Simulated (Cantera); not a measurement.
**Aluminium nitride and oxide growth: Al(CH3)3 + O2 + N2 + N2O**

Input: 1 mol Al(CH3)3, 0.23 mol O2, 670 mol N2, a varied amount of N2O, held at 1200 K and 1.00 bar.

Cantera equilibrium calculation (NASA polynomials, part measured and part estimated; ideal gas, pure solids and liquids). Candidate condensed phases: Al, AlN, Al2O3, C, C6H6, C7H8, C8H18, H2O; 148 gas species. The feed counts by its element totals alone. Equilibrium is a limit: real reactors are often held back by kinetics, nucleation or transport.

```tsv
n(N2O) (mol)	log p N2	log p O2	log p H2	log p H2O	log p CO2	log p CO	n Al2O3(s)	n C(graphite)
3.8	0.00	<-12	-2.18	-6.16	-6.51	-2.39	0.500	0.236
5.3	0.00	<-12	-2.27	-2.91	-3.20	-2.42	0.500	0
7.5	0.00	<-12	-2.48	-2.49	-2.74	-2.59	0.500	0
11	0.00	<-12	-3.38	-2.21	-2.40	-3.43	0.500	0
15	-0.01	-2.61	-8.78	-2.19	-2.36	-8.82	0.500	0
21	-0.01	-2.17	-9.00	-2.19	-2.37	-9.04	0.500	0
29	-0.01	-1.91	-9.14	-2.20	-2.38	-9.18	0.500	0
```
log p: log10 of the partial pressure in bar; n: condensed amount in mol.

At 3.8 mol N2O the condensed part is Al2O3(s) + C(graphite). From 5.3 mol N2O to 29 mol N2O the condensed part is Al2O3(s).
